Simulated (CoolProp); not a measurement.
Aqueous potassium formate as a coolant, 4 % by mass, freezing at -1.8 °C, 1 atm.

Computed with CoolProp (Melinder's fits for secondary coolants).

```csv
T (°C),Prandtl number,conductivity (W/(m K)),viscosity (mPa s),density (kg/m³)
1.8,12.9,0.560,1.79,1026
8.4,10.4,0.571,1.47,1026
15,8.53,0.582,1.23,1025
21.6,7.14,0.592,1.05,1023
28.1,6.08,0.602,0.908,1021
34.7,5.22,0.612,0.792,1019
```
